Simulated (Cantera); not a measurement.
**Adiabatic ignition**

An adiabatic, constant-volume homogeneous reactor starts with CH4 : O2 : N2 = 1 : 1.67 : 6.27 (molar parts), at 1550 K and 0.240 bar.

Cantera simulation using GRI-Mech 3.0 (53 species, 325 reactions); the numbers are that mechanism's predictions, not measurements.

```
t (s)     T (K)  P (bar)   x CH4    x O2      x NO      x CO    x CH2O     x CO2
--------  -----  -------  ------  ------  --------  --------  --------  --------
4.00e-6    1550    0.240   0.112   0.187    <1e-12    <1e-12  9.94e-10    <1e-12
9.72e-6    1550    0.240   0.112   0.187    <1e-12  5.96e-12   6.99e-9    <1e-12
2.36e-5    1550    0.240   0.112   0.187    <1e-12  6.47e-11   4.67e-8  5.74e-12
5.74e-5    1550    0.240   0.112   0.187    <1e-12  8.18e-10   3.09e-7  6.06e-11
0.000139   1550    0.240   0.112   0.187    <1e-12   1.33e-8   2.19e-6  8.60e-10
0.000339   1550    0.240   0.112   0.187    <1e-12   3.11e-7   1.79e-5   1.78e-8
0.000823   1550    0.240   0.111   0.187    <1e-12   1.28e-5  0.000166   5.85e-7
0.00200    1594    0.248   0.101   0.180  4.79e-11   0.00245   0.00251   9.21e-5
0.00486    2812    0.476  <1e-12  0.0130   0.00692    0.0688  5.36e-10    0.0336
0.0118     2810    0.475  <1e-12  0.0126   0.00825    0.0689  5.40e-10    0.0335
0.0287     2810    0.475  <1e-12  0.0126   0.00825    0.0689  5.40e-10    0.0335
0.0697     2810    0.475  <1e-12  0.0126   0.00825    0.0689  5.40e-10    0.0335
0.169      2810    0.475  <1e-12  0.0126   0.00825    0.0689  5.40e-10    0.0335
0.412      2810    0.475  <1e-12  0.0126   0.00825    0.0689  5.40e-10    0.0335
1.00       2810    0.475  <1e-12  0.0126   0.00825    0.0689  5.40e-10    0.0335
```
x: mole fraction; the columns are a selection and need not sum to one.

- time of steepest temperature rise: 2.32 ms
- temperature at 1.00 s: 2810 K
- equilibrium temperature: 2810 K
- x(CH4) at 1.00 s: <1e-12 (gas-phase equilibrium <1e-12)
- x(O2) at 1.00 s: 0.0126 (gas-phase equilibrium 0.0126)
- x(NO) at 1.00 s: 0.00825 (gas-phase equilibrium 0.00825)
